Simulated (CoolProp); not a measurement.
Dimethyl ether along the isotherm 184.25 °C: density (kg/m³) from the reference equation and from simpler models built on Tc = 127.2 °C, pc = 5.337 MPa, ω = 0.196; each cubic takes its own stable root.

Computed with CoolProp (reference Helmholtz-energy equation of state, Wu 2011).

| p (MPa) | phase | reference |
|---|---|---|
| 3.34 | gas | 47.83 |
| 6.67 | supercritical | 120.8 |
| 10 | supercritical | 242.2 |
| 13.3 | supercritical | 348.6 |
| 16.7 | supercritical | 405.0 |
| 20 | supercritical | 438.8 |
| 23.3 | supercritical | 463.2 |
| 26.7 | supercritical | 482.8 |

Q: How far does each simpler model (van der Waals, Redlich-Kwong, Soave-Redlich-Kwong, Peng-Robinson) lie from the reference over these 8 states: mean and median of the absolute difference, and the worst?

A: 
- van der Waals: mean 13.1 %, median 16.1 %, worst -22.3 % at 184.25 °C and 26.7 MPa
- Redlich-Kwong: mean 5.1 %, median 7.2 %, worst -8.4 % at 184.25 °C and 16.7 MPa
- Soave-Redlich-Kwong: mean 9.2 %, median 10.3 %, worst -13.9 % at 184.25 °C and 13.3 MPa
- Peng-Robinson: mean 3.1 %, median 2.7 %, worst -7.1 % at 184.25 °C and 13.3 MPa
